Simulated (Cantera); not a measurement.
**Thermodynamics of hydrogen reduction and annealing atmospheres, feed V2O5 + H2 + N2**

Charge: 1 mol V2O5, 15 mol H2, 0.89 mol N2, at 1050 K and 1.70 bar.

Cantera equilibrium calculation (NASA polynomials, part measured and part estimated; ideal gas, pure solids and liquids). Candidate condensed phases: H2O, V, VN, VO, V2O3, V2O4, V2O5; 28 gas species. Condensed phases not in the tables: the oxides between V2O3 and V2O5 other than VO2. Rates play no part.

```json
{
 "x(H2)": "0.818",
 "x(H2O)": "0.126",
 "x(N2)": "0.0560",
 "x(NH3)": "0.000126",
 "n(V2O3(s))": "1.00 mol",
 "gas_amount": "15.89 mol",
 "log10 activity of V(s) (absent)": "-8.24",
 "log10 activity of V2O5(l) (absent)": "-12.52"
}
```
